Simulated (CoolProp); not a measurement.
Vapour-liquid equilibrium of n-perfluoropentane (1) + n-pentane (2) at 342.6 K; x and y are mole fractions of (1).

Model: multi-fluid Helmholtz-energy mixture model, Gao 2022 and Thol 2019; pair parameters Bell 2016, in CoolProp.

**Question.** Give the bubble pressure and the first vapour's composition at x = 0.125, 0.2, 0.8. Is there an azeotrope?

**Answer.** x = 0.125: 419.0 kPa, y = 0.370; x = 0.2: 450.2 kPa, y = 0.432; x = 0.8: 450.5 kPa, y = 0.686. y crosses x between x = 0.5 and 0.575: the model has an azeotrope there.

The pair parameters rest on a limited set of measurements; away from them the model extrapolates. With so large a gap from Raoult's law the liquid may split in two, which this calculation doesn't test in full.
